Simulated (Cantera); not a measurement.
A closed system holds: 1 mol MgO, 6 mol HCl, equilibrated at 1175 K and 0.260 bar.

Equilibrium computed with Cantera from the NASA thermochemical tables; the gas is ideal and each condensed phase is pure. Candidate condensed phases: H2O, Mg, MgCl2, MgO, Mg(OH)2; 22 gas species. The numbers say what is thermodynamically allowed, not how fast it happens.

Base state: HCl 0.969, H2O 0.0152, MgCl2 0.0152, H2 3.81e-5, Cl 3.30e-5, Cl2 2.16e-5 (mole fractions); condensed: MgO(s).

Q: What changes in the equilibrium state with this change: temperature from 1175 K to 1573.15 K?

A: 
```json
[
 {"species": "HCl", "before": "0.969", "after": "0.835"},
 {"species": "MgCl2", "before": "0.0152", "after": "0.0811"},
 {"species": "H2O", "before": "0.0152", "after": "0.0811"},
 {"species": "Cl", "before": "3.30e-5", "after": "0.00172"},
 {"species": "H2", "before": "3.81e-5", "after": "0.000951"},
 {"species": "Cl2", "before": "2.16e-5", "after": "8.79e-5"},
 {"species": "MgO(s), mol", "before": "0.909", "after": "0.513"}
]
```
